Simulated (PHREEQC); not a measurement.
Polishing slurry liquid

A solution holds 0.002 mol/kgw H2SO4, 0.0013 mol/kgw H4SiO4 and 0.091 mol/kgw KH2PO4, at 25 °C. Closed to the air; pH follows from the charge balance.

Equilibrium calculation in PHREEQC: ion-association model, phreeqc.dat.

* **pH**: 3.45
* **ionic strength**: 0.0927 mol/kgw
* **specific conductance**: 8240 µS/cm
* **density**: 1.006 g/cm³
* **total alkalinity**: -4.00 meq/kg

| species | molality | activity | log γ |
|---|---|---|---|
| K+ | 0.0906 | 0.0698 | -0.114 |
| H2PO4- | 0.0874 | 0.0693 | -0.101 |
| H3PO4 | 0.00357 | 0.00365 | 0.009 |
| SO4-2 | 0.00160 | 0.000610 | -0.418 |
| H4SiO4 | 0.00130 | 0.00133 | 0.009 |
| H+ | 0.000432 | 0.000358 | -0.082 |
| KSO4- | 0.000377 | 0.000299 | -0.101 |

This is a speciation only: nothing precipitates in the calculation. Examples of supersaturated solids here: Quartz (slow to form), Chalcedony (slow to form). Others may be too.
